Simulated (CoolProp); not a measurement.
The fluid at 293.15 K and 10.3 MPa flows at 0.28 m/s in a round tube of 1 mm bore and 15 µm roughness, fully developed (64/Re and Nu = 3.66 if laminar; Colebrook and Gnielinski if turbulent). The same conditions are run with several fluids, on thermodynamics alone (safety and materials aside).

Values from CoolProp's reference Helmholtz-energy equation of state of each fluid (nitrogen: Span 2000; oxygen: Schmidt 1985; normal hydrogen: Leachman 2009; methane: Setzmann 1991).

Question: Rank nitrogen, oxygen, normal hydrogen, methane by Reynolds number, highest first.

Answer: oxygen (1750), nitrogen (1670), methane (1640), normal hydrogen (251)

```csv
fluid,Darcy friction factor,pressure drop (Pa/m),heat-transfer coefficient (W/(m² K)),mass flow (kg/h)
nitrogen,0.0383,178,113,0.0936
oxygen,0.0367,206,115,0.113
normal hydrogen,0.255,80.0,705,0.00635
methane,0.0391,124,164,0.0641
```

Transport values come from each fluid's own correlations.
